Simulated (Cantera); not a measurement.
Input (Python, Cantera) and output of one run.

```python
import numpy as np
import cantera as ct

gas_names = """
    Cu CuO Cu2 H HO2 H2 H2O H2O2 O OH O2 O3
""".split()
cond_names = """
    Cu(cr) Cu(L) CuO(s) CuO2H2(s) Cu2O(s) Cu2O(L) H2O(s) H2O(L)
""".split()


# ... load() reads the species with a 1 bar reference pressure and builds the phases ...
atoms = {
    'CuO': {'Cu': 1, 'O': 1},
    'H2': {'H': 2},
}
top_T = {'CuO(s)': 1390}  # K; cautious upper limits of use, not melting points


# ... equilibrate(T, P, feed) seeds the gas with the atoms and calls Mixture.equilibrate('TP', solver="vcs", rtol=1e-11, max_steps=5000) ...
results = []
T = 1348  # K
P = 100000  # Pa
for m in [0.59, 1.3, 2.1, 2.8, 3.5, 4.2, 5, 5.7, 6.4, 7.2, 7.9, 8.6, 9.3]:
    feed = {'CuO': 1, 'H2': m}  # mol
    mix = equilibrate(T, P, feed)
    results.append((T, P, feed, dict(zip(mix.species_names, mix.species_moles))))
    x = sorted(zip(gas.X, gas.species_names), reverse=True)
    print(f"T = {T:g} K  P = {P:g} Pa  n(H2) = {m:g} mol  gas = {mix.phase_moles(0):.4g} mol")
    print("   x: " + "  ".join(f"{s} {v:.3e}" for v, s in x if v > 1e-06))
    print("   condensed (mol): " + ("  ".join(f"{mix.phase(i).name} {mix.phase_moles(i):.4g}"
          for i in range(1, mix.n_phases) if mix.phase_moles(i) > 1e-12) or "none"))
```

Output:

```
T = 1348 K  P = 100000 Pa  n(H2) = 0.59 mol  gas = 0.59 mol
   x: H2O 9.999e-01  H2 1.092e-04  OH 3.565e-06  O2 3.271e-06
   condensed (mol): Cu(cr) 0.1799  Cu2O(s) 0.4101
T = 1348 K  P = 100000 Pa  n(H2) = 1.3 mol  gas = 1.3 mol
   x: H2O 7.692e-01  H2 2.308e-01  H 1.111e-06
   condensed (mol): Cu(cr) 1
T = 1348 K  P = 100000 Pa  n(H2) = 2.1 mol  gas = 2.1 mol
   x: H2 5.238e-01  H2O 4.762e-01  H 1.675e-06
   condensed (mol): Cu(cr) 1
T = 1348 K  P = 100000 Pa  n(H2) = 2.8 mol  gas = 2.8 mol
   x: H2 6.429e-01  H2O 3.571e-01  H 1.855e-06
   condensed (mol): Cu(cr) 1
T = 1348 K  P = 100000 Pa  n(H2) = 3.5 mol  gas = 3.5 mol
   x: H2 7.143e-01  H2O 2.857e-01  H 1.955e-06
   condensed (mol): Cu(cr) 1
T = 1348 K  P = 100000 Pa  n(H2) = 4.2 mol  gas = 4.2 mol
   x: H2 7.619e-01  H2O 2.381e-01  H 2.020e-06
   condensed (mol): Cu(cr) 1
T = 1348 K  P = 100000 Pa  n(H2) = 5 mol  gas = 5 mol
   x: H2 8.000e-01  H2O 2.000e-01  H 2.069e-06
   condensed (mol): Cu(cr) 1
T = 1348 K  P = 100000 Pa  n(H2) = 5.7 mol  gas = 5.7 mol
   x: H2 8.246e-01  H2O 1.754e-01  H 2.101e-06
   condensed (mol): Cu(cr) 1
T = 1348 K  P = 100000 Pa  n(H2) = 6.4 mol  gas = 6.4 mol
   x: H2 8.437e-01  H2O 1.562e-01  H 2.125e-06
   condensed (mol): Cu(cr) 1
T = 1348 K  P = 100000 Pa  n(H2) = 7.2 mol  gas = 7.2 mol
   x: H2 8.611e-01  H2O 1.389e-01  H 2.147e-06
   condensed (mol): Cu(cr) 1
T = 1348 K  P = 100000 Pa  n(H2) = 7.9 mol  gas = 7.9 mol
   x: H2 8.734e-01  H2O 1.266e-01  H 2.162e-06
   condensed (mol): Cu(cr) 1
T = 1348 K  P = 100000 Pa  n(H2) = 8.6 mol  gas = 8.6 mol
   x: H2 8.837e-01  H2O 1.163e-01  H 2.175e-06
   condensed (mol): Cu(cr) 1
T = 1348 K  P = 100000 Pa  n(H2) = 9.3 mol  gas = 9.3 mol
   x: H2 8.925e-01  H2O 1.075e-01  H 2.186e-06
   condensed (mol): Cu(cr) 1
```

Equilibrium computed with Cantera from the NASA thermochemical tables; the gas is ideal and each condensed phase is pure. Mutual solubility and eutectic melting of coexisting phases are not modelled.
